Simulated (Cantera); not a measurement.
Silicon carbide growth: CH₃SiCl₃ + CH₄ + H₂ + HCl

Input: 1 mol CH₃SiCl₃, 0.12 mol CH₄, 320 mol H₂, 3.6 mol HCl, equilibrated at 0.310 bar.

These are equilibrium values from Cantera (NASA tables, ideal gas, pure condensed phases), not measurements of a reactor. Candidate condensed phases: C, C₆H₆, C₇H₈, C₈H₁₈, Si, SiC; 109 gas species. The feed counts by its element totals alone. The tables' values for SiCl are old estimates; treat these amounts as uncertain. Gases not in the tables: Si₂H₆ and higher silanes. Rates play no part.

```csv
T (K),x H₂,x H,x HCl,x Si,x C₂H₂ (acetylene),x Cl,n SiC(s)
2275,0.963,0.0150,0.0193,0.000692,0.000793,0.000217,0.553
2300,0.961,0.0170,0.0193,0.000906,0.000943,0.000246,0.440
2325,0.958,0.0193,0.0192,0.00117,0.00113,0.000278,0.298
2350,0.955,0.0219,0.0191,0.00151,0.00135,0.000314,0.120
2375,0.952,0.0247,0.0190,0.00177,0.00150,0.000353,0
2400,0.948,0.0278,0.0190,0.00186,0.00151,0.000398,0
2425,0.945,0.0312,0.0190,0.00194,0.00152,0.000447,0
2450,0.941,0.0350,0.0190,0.00201,0.00152,0.000500,0
2475,0.937,0.0391,0.0189,0.00207,0.00153,0.000559,0
2500,0.932,0.0436,0.0188,0.00213,0.00153,0.000622,0
```
x: gas mole fraction; n: condensed amount in mol.

From 2275 K to 2350 K the condensed part is SiC(s). From 2375 K to 2500 K nothing is condensed. The main Si-bearing gas is Si throughout.
